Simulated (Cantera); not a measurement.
Premixed flame

A freely propagating, adiabatic, planar premixed flame of CO : H2 : O2 : N2 = 1 : 0.037 : 0.524 : 1.94 (molar parts), equivalence ratio 0.99, unburnt at 500 K and 3750 Torr; mixture-averaged transport, grid criteria slope 0.08 and curve 0.16, no radiation.

Cantera simulation using GRI-Mech 3.0 (53 species, 325 reactions); the numbers are that mechanism's predictions, not measurements. The hydrogen kinetics of GRI-Mech 3.0 are dated; newer H2 mechanisms differ, most at raised pressure. Burning velocities carry a grid error of a few per cent, more on coarse grids.

| z (mm) | T (K) | u (m/s) | x CO | x H2 | x O2 | x CO2 | x NO2 | x O |
|---|---|---|---|---|---|---|---|---|
| -0.483 | 500 | 0.585 | 0.286 | 0.0105 | 0.150 | 2.19e-8 | <1e-8 | <1e-8 |
| -0.322 | 500 | 0.585 | 0.286 | 0.0103 | 0.150 | 9.37e-7 | <1e-8 | <1e-8 |
| -0.242 | 501 | 0.585 | 0.286 | 0.00994 | 0.150 | 5.37e-6 | <1e-8 | <1e-8 |
| -0.161 | 506 | 0.591 | 0.286 | 0.00900 | 0.150 | 9.66e-5 | 2.23e-8 | <1e-8 |
| -0.0805 | 611 | 0.711 | 0.280 | 0.00634 | 0.147 | 0.00447 | 5.85e-7 | 1.68e-6 |
| -0.0403 | 949 | 1.09 | 0.253 | 0.00400 | 0.132 | 0.0312 | 3.80e-7 | 0.000267 |
| 0 | 1430 | 1.59 | 0.196 | 0.00150 | 0.0994 | 0.0966 | 9.95e-8 | 0.00468 |
| 0.0403 | 1749 | 1.90 | 0.144 | 0.000616 | 0.0698 | 0.159 | 1.34e-7 | 0.00976 |
| 0.0805 | 1931 | 2.06 | 0.116 | 0.000576 | 0.0552 | 0.194 | 1.71e-7 | 0.0103 |
| 0.161 | 2117 | 2.23 | 0.0932 | 0.000563 | 0.0449 | 0.223 | 2.47e-7 | 0.00769 |
| 0.322 | 2276 | 2.37 | 0.0756 | 0.000466 | 0.0372 | 0.244 | 3.83e-7 | 0.00464 |
| 0.644 | 2398 | 2.47 | 0.0606 | 0.000364 | 0.0305 | 0.263 | 5.39e-7 | 0.00274 |
| 1.29 | 2484 | 2.54 | 0.0490 | 0.000287 | 0.0250 | 0.277 | 6.71e-7 | 0.00170 |
x: mole fraction of selected species; z is measured from the peak of heat release.

| Item | Value |
|---|---|
| laminar burning velocity | 58.5 cm/s |
| thermal thickness | 0.161 mm |
| peak x(O) | 0.0104 |
| grid points | 114 |
